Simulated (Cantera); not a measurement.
Charge: 1 mol Pb, 0.11 mol CO, 0.16 mol N2, at 1300 K and 6000 Pa.

Equilibrium computed with Cantera from the NASA thermochemical tables; the gas is ideal and each condensed phase is pure. Candidate condensed phases: C, Pb, PbO, PbO2, Pb3O4; 27 gas species. Equilibrium is a limit: real reactors are often held back by kinetics, nucleation or transport.

Base state: N2 0.567, CO 0.390, Pb 0.0437, CO2 4.71e-5 (mole fractions); condensed: C(graphite) + Pb(l).

**Question.** What changes in the equilibrium state with this change: pressure from 6000 Pa to 110 Pa?

**Answer.** 
| species | before | after |
|---|---|---|
| Pb | 0.0437 | 0.787 |
| N2 | 0.567 | 0.126 |
| CO | 0.390 | 0.0866 |
| CO2 | 4.71e-5 | 4.27e-8 |
| Pb2 | 4.16e-6 | 2.47e-5 |
| C(graphite), mol | 1.33e-5 | 0 |
| Pb(l), mol | 0.988 | 0 |

**Question.** What changes in the equilibrium state with this change: temperature from 1300 K to 1575 K?

**Answer.** 
| species | before | after |
|---|---|---|
| Pb | 0.0437 | 0.787 |
| N2 | 0.567 | 0.126 |
| CO | 0.390 | 0.0867 |
| CO2 | 4.71e-5 | 1.59e-7 |
| Pb2 | 4.16e-6 | 0.000501 |
| C(graphite), mol | 1.33e-5 | 0 |
| Pb(l), mol | 0.988 | 0 |

**Question.** What changes in the equilibrium state with this change: Pb replaced by Fe(CO)5?

**Answer.** 
```tsv
species	before	after
CO	0.390	0.969
N2	0.567	0.0304
CO2	4.71e-5	0.000292
Pb	0.0437	0
C(graphite), mol	1.33e-5	0.00154
Pb(l), mol	0.988	0
Fe(γ), mol	0	1.00
```
Condensed phases not in the tables: cementite and carbon dissolved in iron. Further candidate phases: Fe, Fe(CO)5, FeO, Fe2O3, Fe3O4.
